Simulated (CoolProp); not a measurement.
The fluoroketone C6F12O (FK-5-1-12) along the isobar 9.65 bar: fugacity coefficient from the reference equation and from simpler models built on Tc = 441.8 K, pc = 18.69 bar, ω = 0.471; each cubic takes its own stable root.

Computed with CoolProp (reference Helmholtz-energy equation of state, McLinden 2015).

```
T (K)   phase  reference
-----  ------  ---------
193.1  liquid   1.984e-5
213.6  liquid  0.0001934
234.1  liquid   0.001153
254.5  liquid   0.004770
275    liquid    0.01515
295.4  liquid    0.03891
315.9  liquid    0.08519
336.3  liquid     0.1631
356.8  liquid     0.2814
377.3  liquid     0.4443
397.7  liquid     0.6492
418.2     gas     0.7841
438.6     gas     0.8204
459.1     gas     0.8491
479.5     gas     0.8721
500       gas     0.8911
```

Question: How far does each simpler model (Redlich-Kwong, Peng-Robinson) lie from the reference over these 16 states: mean and median of the absolute difference, and the worst?

Answer: 
- Redlich-Kwong: mean 410.6 %, median 73.4 %, worst +3006.4 % at 193.1 K and 9.65 bar
- Peng-Robinson: mean 7.0 %, median 1.4 %, worst +49.2 % at 193.1 K and 9.65 bar

At some of these states Redlich-Kwong gives the other phase, because its saturation line lies elsewhere.
